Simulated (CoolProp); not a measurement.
1-butene at several states: fugacity coefficient from the reference equation and from simpler models built on Tc = 146.1 °C, pc = 40.06 bar, ω = 0.192; each cubic takes its own stable root.

Values from CoolProp's reference Helmholtz-energy equation of state, Lemmon 2005. It is a short technical equation, of lower accuracy than the large ones.

```
T (°C)   p (bar)   phase  reference
-------  -------  ------  ---------
17.95      0.353     gas     0.9897
-129.95     5.73  liquid   7.966e-6
93.35      0.267     gas     0.9964
-102.05    0.481  liquid   0.003902
102.15     0.363     gas     0.9955
84.35       49.8  liquid     0.2439
```

Q: How far does each simpler model (van der Waals, Redlich-Kwong, Soave-Redlich-Kwong, Peng-Robinson) lie from the reference over these 6 states: mean and median of the absolute difference, and the worst?

A: 
- van der Waals: mean 21225.2 %, median 27.8 %, worst +114512.1 % at -129.95 °C and 5.73 bar
- Redlich-Kwong: mean 23.8 %, median 8.2 %, worst +75.5 % at -102.05 °C and 0.481 bar
- Soave-Redlich-Kwong: mean 1.8 %, median 0.1 %, worst +6.2 % at -129.95 °C and 5.73 bar
- Peng-Robinson: mean 9.7 %, median 0.1 %, worst +40.3 % at -129.95 °C and 5.73 bar
